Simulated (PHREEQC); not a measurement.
Solution (20 °C): 0.22 mol CsOH, 0.0099 mol Na2SiO3 and 8.9e-05 mol K3PO4 per kg of water. Closed to the air; pH follows from the charge balance.

Model: ion-association model, wateq4f.dat, run in PHREEQC.

The ionic strength comes out as 0.247 mol/kgw. What activity coefficients do Na+, H3SiO4-, HPO4-2, H2SiO4-2, OH- get?

Na+ 0.73, H3SiO4- 0.70, HPO4-2 0.28, H2SiO4-2 0.29, OH- 0.69.

Precipitation was switched off in this run. Species that the database lacks are ignored. H3PO4, which wateq4f.dat lacks, is added to it with the constant of phreeqc.dat.
